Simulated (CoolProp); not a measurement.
Vapour-liquid equilibrium of diethyl ether (1) + n-hexane (2) at 20.95 °C; x and y are mole fractions of (1).

Computed with CoolProp (multi-fluid Helmholtz-energy mixture model, Thol 2014 and Thol 2019; pair parameters Bell 2016).

```csv
x,"bubble pressure, mixture model (bar)","bubble pressure, Raoult's law (bar)","y, mixture model","y, Raoult's law"
0.05,0.1998,0.1908,0.195,0.160
0.2,0.2799,0.2571,0.506,0.475
0.35,0.3476,0.3234,0.666,0.661
0.5,0.4095,0.3898,0.773,0.784
0.65,0.4693,0.4561,0.855,0.871
0.8,0.5292,0.5224,0.924,0.935
0.95,0.5902,0.5888,0.982,0.986
```

The largest gap from Raoult's law is +8.9 % in bubble pressure, at x = 0.2. No azeotrope shows between x = 0.05 and 0.95.

Pair parameters are fitted to limited data, so mixtures are less certain than the pure fluids.
